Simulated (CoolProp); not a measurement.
Vapour-liquid equilibrium of acetone (1) + n-nonane (2) at 152.65 °C; x and y are mole fractions of (1).

The numbers come from the multi-fluid Helmholtz-energy mixture model, Lemmon 2006 and Lemmon 2006; pair parameters Bell 2016 in CoolProp.

```csv
x,"bubble pressure, mixture model (bar)","bubble pressure, Raoult's law (bar)","y, mixture model","y, Raoult's law"
0.05,(withheld),1.613,0.502,0.373
0.2,(withheld),3.258,0.778,0.739
0.35,6.446,4.902,0.846,0.859
0.5,7.725,6.547,(withheld),0.919
0.65,(withheld),8.192,0.911,0.955
0.8,10.08,9.837,(withheld),0.978
0.95,11.50,11.48,0.984,0.995
```

**Question.** What belongs in the gaps?

**Answer.** 
- 0.05, bubble pressure, mixture model (bar): 2.148
- 0.2, bubble pressure, mixture model (bar): 4.708
- 0.5, y, mixture model: 0.882
- 0.65, bubble pressure, mixture model (bar): 8.862
- 0.8, y, mixture model: 0.943

The largest gap from Raoult's law is +44.5 % in bubble pressure, at x = 0.2. No azeotrope shows between x = 0.05 and 0.95.

The pair parameters rest on a limited set of measurements; away from them the model extrapolates.
